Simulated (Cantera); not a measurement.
Cantera run, input and output.

```python
import numpy as np
import cantera as ct

gas = ct.Solution("gri30.yaml")
gas.TPX = 1325, 101325, {'CO': 0.02, 'O2': 0.071, 'H2O': 0.003, 'N2': 1}
inlet = ct.Reservoir(gas, clone=True)

reactor = ct.IdealGasConstPressureReactor(gas, energy="off", clone=False)
exhaust = ct.Reservoir(gas, clone=True)
tau = [1.1, 0.28, 0.072, 0.018, 0.0045, 0.0011, 0.00029][0]
for a, b in ((inlet, reactor), (reactor, exhaust)):
    ct.MassFlowController(a, b, mdot=lambda t: reactor.mass / tau)
net = ct.ReactorNet([reactor])
show = ['CO', 'O2', 'H2O', 'H2', 'NO', 'HO2']

rows = []
print(f"{'tau/s':>10s}{'T/K':>9s}" + "".join(f"{s:>11s}" for s in show))
for tau in [1.1, 0.28, 0.072, 0.018, 0.0045, 0.0011, 0.00029]:
    net.initial_time = 0.0
    net.advance(30 * tau)
    before = gas.X
    net.advance(40 * tau)
    drift = np.max(np.abs(gas.X - before) / (gas.X + 1e-9))
    rows.append([gas.T, *gas[show].X, drift])
    print(f"{tau:10.3e}{gas.T:9.1f}" + "".join(f"{x:11.3e}" for x in gas[show].X))
```

It prints:

```
     tau/s      T/K         CO         O2        H2O         H2         NO        HO2
 1.100e+00   1325.0  2.028e-04  5.635e-02  2.751e-03  7.165e-07  3.766e-06  6.955e-07
 2.800e-01   1325.0  5.105e-04  5.647e-02  2.741e-03  1.864e-06  2.549e-06  1.346e-06
 7.200e-02   1325.0  1.250e-03  5.677e-02  2.723e-03  4.698e-06  1.541e-06  2.347e-06
 1.800e-02   1325.0  2.988e-03  5.748e-02  2.689e-03  1.110e-05  9.093e-07  3.702e-06
 4.500e-03   1325.0  6.531e-03  5.896e-02  2.633e-03  2.176e-05  5.619e-07  5.143e-06
 1.100e-03   1325.0  1.212e-02  6.142e-02  2.587e-03  2.883e-05  2.340e-07  6.029e-06
 2.900e-04   1325.0  1.695e-02  6.394e-02  2.660e-03  1.269e-05  1.311e-08  4.904e-06
```

Computed with Cantera and GRI-Mech 3.0 (53 species, 325 reactions).
